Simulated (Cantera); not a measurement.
## Equilibrium for boron, boron nitride and boron oxide: B2H6 + H2O + N2

Charge: 1 mol B2H6, 0.052 mol H2O, a varied amount of N2, equilibrated at 1900 K and 100000 Pa.

Method: chemical equilibrium by Gibbs-energy minimisation in Cantera with the NASA 1993 tables (ideal gas, pure condensed phases). Candidate condensed phases: B, BN, B2O3, B3O3H3, H2O; 39 gas species. The feed counts by its element totals alone. Mutual solubility and eutectic melting of coexisting phases are not modelled. The tables' values for BH2 are old estimates; treat these amounts as uncertain. Gases not in the tables: B2H6 and higher boranes. Equilibrium is a limit: real reactors are often held back by kinetics, nucleation or transport.

```
n(N2) (mol)  log p H2  log p N2  log p HBO  log p HBO2  log p H2O  log p H  log p B2O2  n B(s)  n BN(s)
-----------  --------  --------  ---------  ----------  ---------  -------  ----------  ------  -------
0.46            -0.01     -4.61      -1.83       -3.98      -4.57    -3.10       -3.14    1.03    0.920
0.59            -0.01     -4.61      -1.83       -3.98      -4.57    -3.10       -3.14   0.768     1.18
0.76            -0.01     -4.61      -1.83       -3.98      -4.57    -3.10       -3.14   0.428     1.52
0.99            -0.01     -2.36      -1.90       -3.00      -3.52    -3.10       -3.30       0     1.95
1.3             -0.05     -1.03      -2.08       -2.67      -3.05    -3.13       -3.62       0     1.96
1.7             -0.10     -0.72      -2.17       -2.67      -3.01    -3.15       -3.74       0     1.96
2.1             -0.14     -0.57      -2.23       -2.69      -3.02    -3.17       -3.82       0     1.96
2.8             -0.21     -0.43      -2.31       -2.75      -3.06    -3.20       -3.91       0     1.96
3.6             -0.27     -0.34      -2.38       -2.81      -3.12    -3.24       -3.98       0     1.96
4.6             -0.34     -0.27      -2.45       -2.88      -3.19    -3.27       -4.05       0     1.96
6               -0.43     -0.21      -2.53       -2.97      -3.28    -3.31       -4.13       0     1.96
```
log p: log10 of the partial pressure in bar; n: condensed amount in mol.

From 0.46 mol N2 to 0.76 mol N2 the condensed part is B(s) + BN(s). From 0.99 mol N2 to 6 mol N2 the condensed part is BN(s). The main B-bearing gas is HBO throughout.
